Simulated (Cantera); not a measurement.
Feed: 1 mol PbO, 7.3 mol C, 0.1 mol H2, 3 mol CO, equilibrated at 3.60 bar.

Cantera equilibrium calculation (NASA polynomials, part measured and part estimated; ideal gas, pure solids and liquids). Candidate condensed phases: C, C6H6, C7H8, C8H18, H2O, Pb, PbO, PbO2, Pb3O4; 113 gas species. The numbers say what is thermodynamically allowed, not how fast it happens.

Task: What share of the Pb ends up in condensed phases as a function of T (K), at 1423, 1573, 1723, 1873, 2023, 2173, 2323, 2473, 2623?

Result: 
```
T (K)  Pb condensed (%)     as
-----  ----------------  -----
1423               98.7  Pb(l)
1573               94.5  Pb(l)
1723               81.0  Pb(l)
1873               43.9  Pb(l)
2023                0.0      -
2173                0.0      -
2323                0.0      -
2473                0.0      -
2623                0.0      -
```
